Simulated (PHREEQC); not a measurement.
0.14 g of hydrous ferric oxide (600 m²/g; 0.2 weak and 0.005 strong sites per Fe, Dzombak-Morel constants, diffuse double layer) in 1 kg of water with 0.01 mol/kgw of an inert sodium salt and 7.5e-06 mol/kgw NiCl2, at 25 °C; the pH is set by adding NaOH or the inert anion's acid. O2 is buffered at 0.21 atm. CO2 from the air is kept out. Precipitation was switched off in this run.

Base run: PHREEQC, ion-association model, wateq4f.dat. Each further column changes one thing. The table gives surface potential ψ (mV).

```tsv
pH	base	background salt from 0.01 to 0.001 mol/kgw	oxide from 0.14 to 0.7 g/kgw	0.0006 mol/kgw Ag2SO4 added
4	185	210	184	88
4.5	170	191	169	86
5	152	169	152	83
5.5	132	(withheld)	132	77
6	110	119	110	(withheld)
6.5	87	93	87	59
7	62	66	61	47
7.5	36	(withheld)	34	31
8	9	9	7	8
8.5	-19	-20	-21	-15
9	-46	-49	-48	(withheld)
9.5	-73	-77	(withheld)	-39
10	-98	(withheld)	-99	-41
```

Q: Complete the blanks.

A: 
- 5.5, background salt from 0.01 to 0.001 mol/kgw: 145
- 6, 0.0006 mol/kgw Ag2SO4 added: 69
- 7.5, background salt from 0.01 to 0.001 mol/kgw: 38
- 9, 0.0006 mol/kgw Ag2SO4 added: -32
- 9.5, oxide from 0.14 to 0.7 g/kgw: -75
- 10, background salt from 0.01 to 0.001 mol/kgw: -105

 In at least one series the solution becomes supersaturated in solids that the run did not let form, among them Ni(OH)2, Cerargyrite, Ag2O.
